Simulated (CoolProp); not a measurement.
Vapour pressure (bar) of hydrogen chloride: the reference equation beside estimates from Tc = 324.7 K, pc = 83.14 bar, ω = 0.130.

Model: reference Helmholtz-energy equation of state, Thol 2018, in CoolProp.

```tsv
T (K)	reference	Lee-Kesler	Redlich-Kwong
207.8	2.752	2.696	3.251
213.5	3.543	3.495	4.190
219.2	4.498	4.464	5.316
224.9	5.638	5.623	6.648
230.6	6.984	6.995	8.207
236.3	8.557	8.600	10.01
242	10.38	10.46	12.08
247.6	12.44	12.56	14.40
253.3	14.84	15.00	17.05
259	17.56	17.76	20.03
264.7	20.63	20.88	23.35
```

Absolute difference from the reference over all 11 rows, mean and median: Lee-Kesler 0.9 and 1.0 %, Redlich-Kwong 16.5 and 17.0 %.
